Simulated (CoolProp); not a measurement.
A single-stage vapour-compression cycle with the fluid: evaporating at 229.15 K (dew point), condensing at 291.15 K (bubble point), superheat 10 K, subcooling 8 K, compressor efficiency 0.7, no pressure losses. The same conditions are run with several fluids, on thermodynamics alone (safety and materials aside).

The numbers come from the reference Helmholtz-energy equation of state of each fluid (propylene: Lemmon 2013; R134a: Tillner-Roth 1994; n-butane: Bücker 2006; R407C: Lemmon 2003; nitrous oxide: Lemmon 2006; ammonia: Gao 2020) in CoolProp. Blends and air are pseudo-pure fits.

Problem. Rank propylene, R134a, n-butane, R407C, nitrous oxide, ammonia by cooling COP, highest first.

Solution. n-butane (2.17), R134a (2.10), propylene (2.08), ammonia (1.98), R407C (1.82), nitrous oxide (1.74)

| fluid | pressure ratio | discharge temperature (K) | refrigerating effect (kJ/kg) | volumetric capacity (kJ/m³) |
|---|---|---|---|---|
| propylene | 8.11 | 349.9 | 322 | 840 |
| R134a | 13.0 | 342.0 | 165 | 357 |
| n-butane | 14.5 | 330.9 | 315 | 125 |
| R407C | 14.1 | 366.8 | 179 | 554 |
| nitrous oxide | 5.94 | 396.0 | 218 | 4340 |
| ammonia | 14.0 | 507.8 | 1180 | 590 |
